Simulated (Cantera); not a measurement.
A perfectly stirred reactor is fed with 13.1 % CH4, 3.54 % H2, 17.5 % O2, 65.9 % N2, equivalence ratio 1.6, at 10.0 bar; it is adiabatic with a 423 K inlet, and is followed from long to short residence time, starting on the burning branch (τ in s: 0.46, 0.17, 0.063, 0.023, 0.0086, 0.0032, 0.0012, 0.00044, 0.00016, 6e-05, 2.2e-05).

Computed with Cantera and GRI-Mech 3.0 (53 species, 325 reactions).

x: mole fraction; the columns are a selection and need not sum to one.

| τ (s) | T (K) | x CH4 | x H2 | x O2 | x H2O2 | x HO2 | x N2O | x CH2 |
|---|---|---|---|---|---|---|---|---|
| 0.46 | 1947 | 0.000914 | 0.103 | 1.92e-5 | ___ | 8.71e-9 | 4.70e-10 | 2.87e-8 |
| 0.17 | 1953 | 0.00180 | 0.100 | 4.97e-5 | ___ | 2.25e-8 | 6.21e-10 | 6.74e-8 |
| 0.063 | 1960 | 0.00309 | 0.0949 | 0.000125 | ___ | 5.66e-8 | 8.66e-10 | 1.52e-7 |
| 0.023 | 1969 | 0.00479 | 0.0877 | 0.000313 | ___ | 1.42e-7 | 1.43e-9 | 3.36e-7 |
| 0.0086 | 1976 | 0.00676 | 0.0794 | 0.000749 | ___ | 3.47e-7 | 2.74e-9 | 7.09e-7 |
| 0.0032 | 1978 | 0.00907 | 0.0711 | 0.00177 | ___ | 8.68e-7 | 5.80e-9 | 1.43e-6 |
| 0.0012 | 1965 | 0.0119 | 0.0638 | 0.00412 | ___ | 2.31e-6 | 1.33e-8 | 2.62e-6 |
| 0.00044 | 1911 | 0.0164 | 0.0573 | 0.0105 | ___ | 7.87e-6 | 3.61e-8 | 3.73e-6 |
| 0.00016 | 423 | 0.131 | 0.0354 | 0.175 | <1e-12 | <1e-12 | <1e-12 | <1e-12 |
| 6.0e-5 | 423 | 0.131 | 0.0354 | 0.175 | <1e-12 | <1e-12 | <1e-12 | <1e-12 |
| 2.2e-5 | 423 | 0.131 | 0.0354 | 0.175 | <1e-12 | <1e-12 | <1e-12 | <1e-12 |

**Question.** Fill in the missing entries.

**Answer.** 
- 0.46, x H2O2: 1.05e-9
- 0.17, x H2O2: 2.62e-9
- 0.063, x H2O2: 6.60e-9
- 0.023, x H2O2: 1.69e-8
- 0.0086, x H2O2: 4.20e-8
- 0.0032, x H2O2: 1.06e-7
- 0.0012, x H2O2: 2.71e-7
- 0.00044, x H2O2: 8.00e-7
